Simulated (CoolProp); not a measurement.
Vapour-liquid equilibrium of R1234yf (1) + R227EA (2) at 46.35 °C; x and y are mole fractions of (1).

Values from CoolProp's multi-fluid Helmholtz-energy mixture model, Lemmon 2022 and Lemmon 2016; pair parameters Bell 2016.

```tsv
x	bubble pressure, mixture model (bar)	bubble pressure, Raoult's law (bar)	y, mixture model	y, Raoult's law
0.05	8.515	8.513	0.065	0.070
0.2	9.051	9.052	0.247	0.264
0.35	9.580	9.591	0.411	0.435
0.5	10.11	10.13	0.563	0.589
0.65	10.64	10.67	0.705	0.727
0.8	11.18	11.21	0.837	0.851
0.95	11.74	11.75	0.961	0.965
```

The largest gap from Raoult's law is -0.3 % in bubble pressure, at x = 0.65. No azeotrope shows between x = 0.05 and 0.95.

Pair parameters are fitted to limited data, so mixtures are less certain than the pure fluids.
